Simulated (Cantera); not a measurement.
Input: 1 mol B₂H₆, 0.42 mol NH₃, held at 1677 °C and 8.00 mbar.

These are equilibrium values from Cantera (NASA tables, ideal gas, pure condensed phases), not measurements of a reactor. Candidate condensed phases: B, BN; 15 gas species. The feed counts by its element totals alone. Mutual solubility and eutectic melting of coexisting phases are not modelled. The tables' values for BH₂ are old estimates; treat these amounts as uncertain. Kinetics and transport are ignored.

Question: What is the equilibrium state?

Answer: 
- x(H₂): 0.980
- x(H): 0.0127
- x(N₂): 0.00684
- x(BH₂): 0.000342
- x(B): 7.09e-6
- x(BH₃): 2.72e-6
- x(BH): 1.74e-6
- n(B(s)): 1.63 mol
- n(BN(s)): 0.370 mol
- gas amount: 3.679 mol
